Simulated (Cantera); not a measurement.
Adiabatic ignition

An adiabatic, constant-volume homogeneous reactor starts with CO : H₂ : O₂ : N₂ : H₂O = 1 : 1.1 : 1.98 : 7.45 : 1.1 (molar parts), at 1775 K and 0.280 bar.

Computed with Cantera and GRI-Mech 3.0 (53 species, 325 reactions).

| t (s) | T (K) | P (bar) | x CO | x H₂ | x O₂ | x NO₂ | x NO | x OH |
|---|---|---|---|---|---|---|---|---|
| 9.00e-6 | 1775 | 0.280 | 0.0792 | 0.0871 | 0.157 | <1e-12 | 2.02e-12 | 1.11e-5 |
| 2.24e-5 | 1776 | 0.280 | 0.0789 | 0.0817 | 0.154 | <1e-12 | 5.28e-10 | 0.00135 |
| 5.56e-5 | 1854 | 0.291 | 0.0544 | 0.0170 | 0.0988 | 1.33e-10 | 1.99e-6 | 0.0189 |
| 0.000138 | 2023 | 0.315 | 0.0333 | 0.0188 | 0.0881 | 9.19e-10 | 1.39e-5 | 0.0234 |
| 0.000343 | 2263 | 0.347 | 0.0313 | 0.0158 | 0.0860 | 6.61e-9 | 6.68e-5 | 0.0268 |
| 0.000854 | 2531 | 0.381 | 0.0260 | 0.0111 | 0.0836 | 1.08e-7 | 0.000479 | 0.0272 |
| 0.00212 | 2620 | 0.392 | 0.0231 | 0.00930 | 0.0818 | 7.19e-7 | 0.00235 | 0.0262 |
| 0.00527 | 2617 | 0.391 | 0.0230 | 0.00924 | 0.0799 | 1.98e-6 | 0.00650 | 0.0257 |
| 0.0131 | 2611 | 0.390 | 0.0228 | 0.00919 | 0.0774 | 3.63e-6 | 0.0121 | 0.0252 |
| 0.0326 | 2609 | 0.390 | 0.0227 | 0.00916 | 0.0763 | 4.38e-6 | 0.0146 | 0.0249 |
| 0.0809 | 2609 | 0.390 | 0.0227 | 0.00916 | 0.0762 | 4.42e-6 | 0.0147 | 0.0249 |
| 0.201 | 2609 | 0.390 | 0.0227 | 0.00916 | 0.0762 | 4.42e-6 | 0.0147 | 0.0249 |
| 0.500 | 2609 | 0.390 | 0.0227 | 0.00916 | 0.0762 | 4.42e-6 | 0.0147 | 0.0249 |
x: mole fraction; the columns are a selection and need not sum to one.

```
Item                                                                Result
---------------------------------  ---------------------------------------
time of steepest temperature rise                                  40.0 µs
temperature at 0.500 s                                              2609 K
equilibrium temperature                                             2609 K
x(CO) at 0.500 s                     0.0227 (gas-phase equilibrium 0.0227)
x(H₂) at 0.500 s                   0.00916 (gas-phase equilibrium 0.00916)
x(O₂) at 0.500 s                     0.0762 (gas-phase equilibrium 0.0762)
```
